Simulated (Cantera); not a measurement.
A closed system holds: 1 mol SiCl4, 65 mol N2, held at 100 Torr.

These are equilibrium values from Cantera (NASA tables, ideal gas, pure condensed phases), not measurements of a reactor. Candidate condensed phases: Si, Si3N4; 13 gas species. The tables' values for SiCl3 are old estimates; treat these amounts as uncertain. Kinetics and transport are ignored. All values below are at 1573 K.

Base state: N2 0.984, SiCl4 0.0142, Cl 0.00102, SiCl3 0.000808, SiCl2 0.000121, Cl2 1.58e-5 (mole fractions); condensed: gas only.

**Question.** What changes in the equilibrium state with this change: pressure from 100 Torr to 1.95 Torr?

**Answer.** 
| species | before | after |
|---|---|---|
| N2 | 0.984 | 0.976 |
| SiCl4 | 0.0142 | 0.00910 |
| Cl | 0.00102 | 0.00867 |
| SiCl2 | 0.000121 | 0.00280 |
| SiCl3 | 0.000808 | 0.00311 |
| Cl2 | 1.58e-5 | 2.24e-5 |
